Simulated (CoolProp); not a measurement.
Properties of isobutane at several states.

Computed with CoolProp (reference Helmholtz-energy equation of state, Bücker 2006).

| T (°C) | p (MPa) | phase | cv (kJ/(kg K)) | viscosity (µPa s) |
|---|---|---|---|---|
| -114.85 | 0.0108 | liquid | ? | ? |
| -91.75 | 7.71 | liquid | 1.328 | ? |
| -15.15 | 3.28 | liquid | ? | ? |

**Question.** Fill in the missing entries.

**Answer.** 
- -114.85, cv (kJ/(kg K)): 1.269
- -114.85, viscosity (µPa s): 1370
- -91.75, viscosity (µPa s): 841
- -15.15, cv (kJ/(kg K)): 1.537
- -15.15, viscosity (µPa s): 247

Viscosity comes from a separate model (Vogel 2000).
